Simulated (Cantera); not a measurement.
# Thermodynamics of boron, boron nitride and boron oxide, feed B₂H₆ + H₂O + N₂

Feed: 1 mol B₂H₆, 4.6 mol H₂O, 190 mol N₂, at 120 Pa.

Equilibrium computed with Cantera from the NASA thermochemical tables; the gas is ideal and each condensed phase is pure. Candidate condensed phases: B, BN, B₂O₃, B₃O₃H₃, H₂O; 39 gas species. The feed counts by its element totals alone. Kinetics and transport are ignored.

From 1998 K to 2298 K nothing is condensed. The main B-bearing gas is HBO₂ at 1998 K and BO at 2298 K.

```
T (K)  log p N₂  log p H  log p H₂  log p HBO₂
-----  --------  -------  --------  ----------
1998      -2.94    -5.05     -4.51       -5.09
2023      -2.94    -4.98     -4.52       -5.10
2048      -2.94    -4.92     -4.53       -5.11
2073      -2.94    -4.85     -4.54       -5.13
2098      -2.94    -4.79     -4.56       -5.15
2123      -2.94    -4.73     -4.58       -5.17
2148      -2.94    -4.68     -4.60       -5.19
2173      -2.95    -4.63     -4.62       -5.21
2198      -2.95    -4.58     -4.64       -5.25
2223      -2.95    -4.53     -4.67       -5.28
2248      -2.95    -4.48     -4.69       -5.32
2273      -2.95    -4.44     -4.72       -5.37
2298      -2.95    -4.40     -4.75       -5.43
```
log p: log10 of the partial pressure in bar; nothing condenses.
